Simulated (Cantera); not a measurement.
Feed: 1 mol Si, 3.9 mol N2O, 100 mol N2, 0.04 mol CO2, held at 752 °C and 0.220 Pa.

Equilibrium computed with Cantera from the NASA thermochemical tables; the gas is ideal and each condensed phase is pure. Candidate condensed phases: C, Si, SiC, SiO2, Si2N2O, Si3N4; 34 gas species. Rates play no part.

Base state: N2 0.991, O2 0.00905, CO2 0.000381 (mole fractions); condensed: SiO2(β-quartz).

### Question
What changes in the equilibrium state with this change: N2O from 3.9 to 0.026 mol?

### Answer
| species | before | after |
|---|---|---|
| N2 | 0.991 | 1.000 |
| O2 | 0.00905 | <1e-9 |
| CO2 | 0.000381 | <1e-9 |
| SiO2(β-quartz), mol | 1.00 | 0 |
| SiC(s), mol | 0 | 0.0398 |
| Si2N2O(s), mol | 0 | 0.106 |
| Si3N4(s), mol | 0 | 0.249 |
Mutual solubility and eutectic melting of coexisting phases are not modelled.
